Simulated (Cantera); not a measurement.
A Cantera script and its output.

```python
import numpy as np
import cantera as ct

gas = ct.Solution("SiF4_NH3_mec.yaml", "gas")
gas.TPX = 2100, 120000, {'NH3': 1, 'H2': 0.28}
inlet = ct.Reservoir(gas, clone=True)

reactor = ct.IdealGasConstPressureReactor(gas, energy="off", clone=False)
exhaust = ct.Reservoir(gas, clone=True)
tau = [0.41, 0.16, 0.061, 0.023, 0.009, 0.0035, 0.0013, 0.00051][0]
for a, b in ((inlet, reactor), (reactor, exhaust)):
    ct.MassFlowController(a, b, mdot=lambda t: reactor.mass / tau)
net = ct.ReactorNet([reactor])
show = ['NH3', 'H2', 'N', 'NH', 'N2', 'N2H2', 'H']

rows = []
print(f"{'tau/s':>10s}{'T/K':>9s}" + "".join(f"{s:>11s}" for s in show))
for tau in [0.41, 0.16, 0.061, 0.023, 0.009, 0.0035, 0.0013, 0.00051]:
    net.initial_time = 0.0
    net.advance(30 * tau)
    before = gas.X
    net.advance(40 * tau)
    drift = np.max(np.abs(gas.X - before) / (gas.X + 1e-9))
    rows.append([gas.T, *gas[show].X, drift])
    print(f"{tau:10.3e}{gas.T:9.1f}" + "".join(f"{x:11.3e}" for x in gas[show].X))
```

It prints:

```
     tau/s      T/K        NH3         H2          N         NH         N2       N2H2          H
 4.100e-01   2100.0  2.042e-02  7.645e-01  1.330e-06  8.043e-06  2.133e-01  8.941e-08  1.641e-03
 1.600e-01   2100.0  4.525e-02  7.469e-01  1.486e-06  1.132e-05  2.064e-01  2.398e-07  1.283e-03
 6.100e-02   2100.0  1.012e-01  7.068e-01  1.568e-06  1.542e-05  1.906e-01  6.335e-07  9.545e-04
 2.300e-02   2100.0  2.122e-01  6.271e-01  1.564e-06  1.988e-05  1.594e-01  1.559e-06  6.732e-04
 9.000e-03   2100.0  3.744e-01  5.103e-01  1.479e-06  2.353e-05  1.137e-01  3.214e-06  4.585e-04
 3.500e-03   2100.0  5.463e-01  3.866e-01  1.339e-06  2.561e-05  6.536e-02  5.400e-06  3.096e-04
 1.300e-03   2100.0  6.732e-01  2.953e-01  1.185e-06  2.609e-05  2.967e-02  7.300e-06  2.224e-04
 5.100e-04   2100.0  7.352e-01  2.507e-01  1.059e-06  2.545e-05  1.223e-02  8.100e-06  1.822e-04
```

Detailed kinetics in Cantera: the gas-phase N/H chemistry of the illustrative SiF4/NH3 mechanism in the Surface Chemkin manual (1991). Walls and surfaces, which speed up NH3 decomposition in real reactors, are not modelled.
